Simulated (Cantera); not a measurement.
## Equilibrium for iron carbonyl, mercury and lead vapours: Pb + CO + N2

Feed: 1 mol Pb, 0.033 mol CO, a varied amount of N2, equilibrated at 873.15 K and 1.00 bar.

Cantera equilibrium calculation (NASA polynomials, part measured and part estimated; ideal gas, pure solids and liquids). Candidate condensed phases: C, Pb, PbO, PbO2, Pb3O4; 27 gas species. The numbers say what is thermodynamically allowed, not how fast it happens.

From 0.12 mol N2 to 11 mol N2 the condensed part is C(graphite) + Pb(l). The main Pb-bearing gas is Pb throughout.

```
n(N2) (mol)   x N2     x CO     x CO2     x Pb  n C(graphite)  n Pb(l)
-----------  -----  -------  --------  -------  -------------  -------
0.12         0.843   0.0815    0.0752  6.39e-7         0.0107     1.00
0.17         0.881   0.0676    0.0517  6.39e-7        0.00997     1.00
0.25         0.913   0.0542    0.0332  6.39e-7        0.00908     1.00
0.37         0.937   0.0426    0.0205  6.39e-7        0.00809     1.00
0.54         0.954   0.0333    0.0125  6.39e-7        0.00708     1.00
0.79         0.967   0.0256   0.00740  6.39e-7        0.00605    1.000
1.2          0.977   0.0188   0.00401  6.39e-7        0.00493    1.000
1.7          0.983   0.0144   0.00234  6.39e-7        0.00405    1.000
2.5          0.988   0.0105   0.00125  6.39e-7        0.00317    1.000
3.7          0.992  0.00756  0.000645  6.39e-7        0.00241    1.000
5.3          0.994  0.00550  0.000343  6.39e-7        0.00183    1.000
7.8          0.996  0.00387  0.000170  6.39e-7        0.00133    1.000
11           0.997  0.00281   8.94e-5  6.39e-7       0.000987    1.000
```
x: gas mole fraction; n: condensed amount in mol.
